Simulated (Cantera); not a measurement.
Cantera run, input and output.

```python
import numpy as np
import cantera as ct

gas = ct.Solution("gri30.yaml")
gas.TPX = 1973, 400000, {'CH4': 1, 'H2O': 0.57, 'N2': 0.0026}
reactor = ct.IdealGasConstPressureReactor(gas, energy="off", clone=False)
net = ct.ReactorNet([reactor])
net.rtol, net.atol = 1e-08, 1e-18
show = ['CH4', 'H2O', 'CH3', 'O', 'OH']
times = np.geomspace(3e-06, 6, 15)

steps = ct.SolutionArray(gas, extra=["t"])
rows = []
print(f"{'t/s':>10s}{'T/K':>9s}{'P/Pa':>11s}" + "".join(f"{s:>11s}" for s in show))
for t in times:
    while net.time < t:
        t_next = net.step()
        steps.append(gas.state, t=t_next)
    rows.append([np.interp(t, steps.t, y) for y in (steps.T, steps.P, *steps(*show).X.T)])
    print(f"{t:10.3e}{rows[-1][0]:9.1f}{rows[-1][1]:11.4g}" + "".join(f"{x:11.3e}" for x in rows[-1][2:]))
rate = np.gradient(steps.T, steps.t)
print("integrator steps:", len(steps.t))
if steps.T.max() > steps.T[0] + 200:
    print(f"time of steepest temperature rise: {steps.t[rate.argmax()]:.4e} s")
gas.TPX = 1973, 400000, {'CH4': 1, 'H2O': 0.57, 'N2': 0.0026}
gas.equilibrate("TP")
print(f"equilibrium (TP): T = {gas.T:.1f} K  " + "  ".join(f"{s} {gas[s].X[0]:.3e}" for s in show))
```

It prints:

```
       t/s      T/K       P/Pa        CH4        H2O        CH3          O         OH
 3.000e-06   1973.0      4e+05  6.167e-01  3.603e-01  7.447e-03  9.459e-09  2.227e-05
 8.457e-06   1973.0      4e+05  5.644e-01  3.534e-01  1.049e-02  1.943e-08  3.292e-05
 2.384e-05   1973.0      4e+05  4.267e-01  3.251e-01  8.490e-03  1.603e-08  3.167e-05
 6.720e-05   1973.0      4e+05  2.693e-01  2.825e-01  4.855e-03  8.242e-09  2.486e-05
 1.894e-04   1973.0      4e+05  1.481e-01  2.484e-01  2.602e-03  5.427e-09  2.111e-05
 5.339e-04   1973.0      4e+05  7.167e-02  2.201e-01  1.268e-03  4.299e-09  1.867e-05
 1.505e-03   1973.0      4e+05  3.680e-02  1.871e-01  6.563e-04  3.699e-09  1.592e-05
 4.243e-03   1973.0      4e+05  2.627e-02  1.376e-01  4.546e-04  2.875e-09  1.136e-05
 1.196e-02   1973.0      4e+05  2.013e-02  7.596e-02  3.320e-04  1.726e-09  5.984e-06
 3.371e-02   1973.0      4e+05  1.454e-02  2.554e-02  2.312e-04  6.359e-10  1.942e-06
 9.503e-02   1973.0      4e+05  1.173e-02  2.769e-03  1.836e-04  7.246e-11  2.072e-07
 2.679e-01   1973.0      4e+05  1.138e-02  1.556e-05  1.777e-04  5.146e-13  1.164e-09
 7.551e-01   1973.0      4e+05  1.138e-02  6.080e-06  1.777e-04  2.654e-13  4.554e-10
 2.129e+00   1973.0      4e+05  1.138e-02  6.080e-06  1.777e-04  2.654e-13  4.554e-10
 6.000e+00   1973.0      4e+05  1.138e-02  6.080e-06  1.777e-04  2.654e-13  4.554e-10
integrator steps: 1789
equilibrium (TP): T = 1973.0 K  CH4 1.131e-02  H2O 6.169e-06  CH3 1.766e-04  O 2.686e-13  OH 4.621e-10
```

Detailed kinetics in Cantera: GRI-Mech 3.0 (53 species, 325 reactions). GRI-Mech 3.0 stops at C3 and has no aromatics, soot or wall deposition, so with more carbon than oxygen in the feed, carbon stays in small species such as C2H2 where larger ones or solid carbon would form.
